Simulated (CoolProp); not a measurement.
Dodecamethylcyclohexasiloxane (D6) along the isotherm 412.2 K: fugacity coefficient from the reference equation and from simpler models built on Tc = 645.8 K, pc = 0.9614 MPa, ω = 0.736; each cubic takes its own stable root.

The numbers come from the reference Helmholtz-energy equation of state, Colonna 2008 in CoolProp. It is a short technical equation, of lower accuracy than the large ones.

| p (MPa) | phase | reference | van der Waals | Soave-Redlich-Kwong |
|---|---|---|---|---|
| 0.0437 | liquid | 0.09710 | 0.9619 | 0.09648 |
| 0.0874 | liquid | 0.04888 | 0.9237 | 0.04860 |
| 0.131 | liquid | 0.03283 | 0.8126 | 0.03266 |
| 0.175 | liquid | 0.02474 | 0.6156 | 0.02463 |
| 0.219 | liquid | 0.01991 | 0.4978 | 0.01983 |
| 0.262 | liquid | 0.01675 | 0.4210 | 0.01670 |
| 0.306 | liquid | 0.01444 | 0.3647 | 0.01440 |
| 0.35 | liquid | ? | ? | 0.01269 |
| 0.393 | liquid | 0.01140 | 0.2907 | 0.01138 |
| 0.437 | liquid | 0.01032 | 0.2646 | ? |
| 0.481 | liquid | 0.009438 | 0.2432 | 0.009438 |

Task: What belongs in the gaps?

Result: 
- 0.35, reference: 0.01271
- 0.35, van der Waals: 0.3227
- 0.437, Soave-Redlich-Kwong: 0.01031

At some of these states van der Waals gives the other phase, because its saturation line lies elsewhere.
